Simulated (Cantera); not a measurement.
Input: 1 mol Si3N4, 0.013 mol H2O, 1.2 mol H2, equilibrated at 1250 K and 780 Pa.

Cantera equilibrium calculation (NASA polynomials, part measured and part estimated; ideal gas, pure solids and liquids). Candidate condensed phases: H2O, Si, SiO2, Si2N2O, Si3N4; 35 gas species. Mutual solubility and eutectic melting of coexisting phases are not modelled. The numbers say what is thermodynamically allowed, not how fast it happens.

Task: What is the equilibrium state?

Result: 
```json
{
 "x(H2)": "0.996",
 "x(N2)": "0.00356",
 "x(H)": "5.46e-6",
 "n(Si2N2O(s))": "0.0130 mol",
 "n(Si3N4(s))": "0.991 mol",
 "gas_amount": "1.217 mol",
 "log10 activity of Si(s) (absent)": "-1.56"
}
```
